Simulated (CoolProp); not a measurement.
m-xylene at 293.15 K and 1.32 MPa flows at 0.18 m/s in a round tube of 100 mm bore and 0.25 µm roughness, fully developed (64/Re and Nu = 3.66 if laminar; Colebrook and Gnielinski if turbulent). Each further row changes one setting.

Computed with CoolProp (reference Helmholtz-energy equation of state, Zhou 2012).

| case | Reynolds number | Darcy friction factor | pressure drop (Pa/m) | heat-transfer coefficient (W/(m² K)) | mass flow (kg/h) |
|---|---|---|---|---|---|
| as stated | 25000 | 0.0245 | 3.44 | 249 | 4400 |
| velocity 0.36 m/s | 49900 | 0.0209 | 11.7 | 457 | 8810 |
| diameter 200 mm | 49900 | 0.0209 | 1.46 | 229 | 17600 |

Viscosity comes from a separate model (Cao 2016). Thermal conductivity comes from a separate model (Mylona 2014).
